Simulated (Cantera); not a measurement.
A perfectly stirred reactor is fed with H₂ : O₂ = 0.042 : 1 (molar parts), equivalence ratio 0.021, at 3800 Pa; it is held at 1125 K, and followed from long to short residence time.

Cantera simulation using the H2/O2 subset of GRI-Mech 3.0, which has no nitrogen chemistry; the numbers are that mechanism's predictions, not measurements. Radical loss at walls, strong at low pressure, is not modelled. The temperature is held fixed by assumption; the heat of reaction is taken as removed at once.

One state of this run: x H₂ = 0.0128; x O₂ = 0.942; x H₂O₂ = 6.95e-7; x H₂O = 0.0227; x OH = 0.00384; x O = 0.0125. x: mole fraction; the columns are a selection and need not sum to one.

Which value of τ (s) does it belong to?
A) 0.0029
B) 0.27
C) 0.0072
D) 0.00047

D, 0.00047
